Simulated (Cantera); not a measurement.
Input: 1 mol Si(CH3)4, 0.02 mol CH4, 1.4 mol H2, held at 0.610 bar.

Cantera equilibrium calculation (NASA polynomials, part measured and part estimated; ideal gas, pure solids and liquids). Candidate condensed phases: C, C6H6, C7H8, C8H18, Si, SiC; 87 gas species. Rates play no part.

Task: At 1850 K, list the 4 most abundant gas species with their mole fractions, and the condensed phases.

Result: H2 0.999, H 0.000689, CH4 0.000398, C2H2 (acetylene) 0.000261. Condensed: C(graphite) + SiC(s).
